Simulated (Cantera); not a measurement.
**Thermodynamics of hydrogen reduction and annealing atmospheres, feed Fe3O4 + H2 + H2O**

Charge: 1 mol Fe3O4, 1.5 mol H2, 0.18 mol H2O, at 1400 °C and 0.0100 bar.

Cantera equilibrium calculation (NASA polynomials, part measured and part estimated; ideal gas, pure solids and liquids). Candidate condensed phases: Fe, FeO, Fe(OH)2, Fe(OH)3, Fe2O3, Fe3O4, H2O; 12 gas species. The tables' stoichiometric FeO is somewhat more stable than real wüstite, so its field is too wide. FeO: taken at fixed stoichiometry. Rates play no part.

The x(H2O) comes out as 0.702 and the x(H2) is 0.297. The x(H) is 0.000621, the x(Fe) is 8.03e-5 and the x(OH) is 7.06e-5. The x(Fe(OH)2) comes out as 4.67e-5. The x(FeO) is 1.47e-6. The n(FeO(l)) is 3.00 mol, the gas amount is 1.681 mol and the log10 activity of Fe(δ) (absent) comes out as -0.70.
